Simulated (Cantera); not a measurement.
A diamond (100) surface in a fixed gas of H2 with x(CH4) = 0.028, x(H) = 0.01, at 1025 K, 0.0300 bar; coverages are run to steady state.

Model: the Harris–Goodwin 1993 mechanism for the reconstructed diamond (100) surface, integrated in Cantera.

θ: site fractions in the mechanism's names (c6HH fully hydrogenated, c6H* and c6*H radical sites, c6** diradical, c6HM methylated).

```tsv
x(CH3)	growth (µm/h)	θ c6HH	θ c6H*	θ c6*H	θ c6**	θ c6HM
1e-06	0.0168	0.574	0.0206	0.393	0.0116	4.66e-5
2.2e-06	0.0371	0.574	0.0206	0.393	0.0116	0.000103
4.9e-06	0.0825	0.574	0.0206	0.393	0.0116	0.000228
1.1e-05	0.185	0.574	0.0206	0.393	0.0116	0.000513
2.4e-05	…	0.574	0.0206	0.393	0.0116	…
5.4e-05	0.906	0.572	0.0206	0.392	0.0115	0.00251
0.00012	2.00	0.570	0.0205	0.390	0.0115	0.00555
0.00026	…	0.565	0.0203	0.387	0.0113	…
0.00059	9.51	0.554	0.0199	0.378	0.0110	0.0263
```

Question: Complete the blanks.

Answer: 
- 2.4e-05, growth (µm/h): 0.404
- 2.4e-05, θ c6HM: 0.00112
- 0.00026, growth (µm/h): 4.30
- 0.00026, θ c6HM: 0.0119
